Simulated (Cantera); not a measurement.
A closed system holds: 1 mol Fe(CO)5, 0.12 mol O2, 8.1 mol N2, equilibrated at 0.133 bar.

These are equilibrium values from Cantera (NASA tables, ideal gas, pure condensed phases), not measurements of a reactor. Candidate condensed phases: C, Fe, Fe(CO)5, FeO, Fe2O3, Fe3O4; 27 gas species. Equilibrium is a limit: real reactors are often held back by kinetics, nucleation or transport.

**Question.** At 902 °C, list the 3 most abundant gas species with their mole fractions, and the condensed phases.

**Answer.** N2 0.618, CO 0.363, CO2 0.0183. Condensed: Fe(α).
